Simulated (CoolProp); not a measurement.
Properties of cyclohexane along the isotherm 536.3 K.

Computed with CoolProp (reference Helmholtz-energy equation of state, Zhou 2014).

| p (bar) | phase | Joule-Thomson coefficient (K/MPa) | isothermal compressibility (1/MPa) | viscosity (µPa s) |
|---|---|---|---|---|
| 0.645 | gas | 6.414 | 15.60 | 11.9 |
| 1.15 | gas | 6.466 | 8.790 | 11.9 |
| 2.04 | gas | 6.559 | 4.998 | 11.9 |
| 3.63 | gas | 6.735 | 2.855 | 12.0 |
| 6.45 | gas | 7.078 | 1.659 | 12.1 |
| 11.5 | gas | 7.821 | 0.9961 | 12.4 |
| 20.4 | gas | 9.832 | 0.6737 | 13.3 |
| 36.3 | liquid | 2.250 | 0.06957 | 72.9 |
| 64.5 | liquid | 0.7310 | 0.02168 | 90.7 |
| 115 | liquid | 0.2250 | 0.01050 | 109 |
| 204 | liquid | -0.03363 | 0.005731 | 132 |

Viscosity comes from a separate model (Tariq 2014).
